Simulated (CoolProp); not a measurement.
Values from CoolProp's reference Helmholtz-energy equation of state, Platzer 1990. This equation is an older, rougher fit; its heat capacities, sound speeds and derivatives of the liquid may be far off and weren't checked against measurements.

Problem. Give the vapour pressure (MPa), liquid density (kg/m³), vapour density (kg/m³), enthalpy of vaporisation (kJ/kg) of saturated c-C4F8 (RC318) at 0.65, 11.55, 16.95 °C.

Solution. 
```tsv
T (°C)	p (MPa)	liquid density (kg/m³)	vapour density (kg/m³)	enthalpy of vaporisation (kJ/kg)
0.65	0.132	1590	12.3	114
11.55	0.199	1550	18.1	110
16.95	0.240	1530	21.7	108
```
